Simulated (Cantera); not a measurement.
# Iron carbonyl, mercury and lead vapours: Hg + H2

A closed system holds: 1 mol Hg, 0.11 mol H2, at 650 K and 0.0610 bar.

Equilibrium computed with Cantera from the NASA thermochemical tables; the gas is ideal and each condensed phase is pure. Candidate condensed phases: Hg; 3 gas species. Equilibrium is a limit: real reactors are often held back by kinetics, nucleation or transport.

```yaml
x(Hg): 0.901
x(H2): 0.0991
gas_amount: 1.110 mol
log10 activity of Hg(l) (absent): -1.41
```
